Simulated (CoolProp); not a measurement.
Computed with CoolProp (reference Helmholtz-energy equation of state, Lemmon 2006). It is a short technical equation, of lower accuracy than the large ones.

Question: Give the vapour pressure (bar), liquid density (kg/m³), enthalpy of vaporisation (kJ/kg), liquid cp (kJ/(kg K)) of saturated nitrous oxide at 229.6, 253.5 K.

Answer: 
| T (K) | p (bar) | liquid density (kg/m³) | enthalpy of vaporisation (kJ/kg) | liquid cp (kJ/(kg K)) |
|---|---|---|---|---|
| 229.6 | 8.26 | 1090 | 316 | 1.83 |
| 253.5 | 18.2 | 997 | 276 | 1.99 |
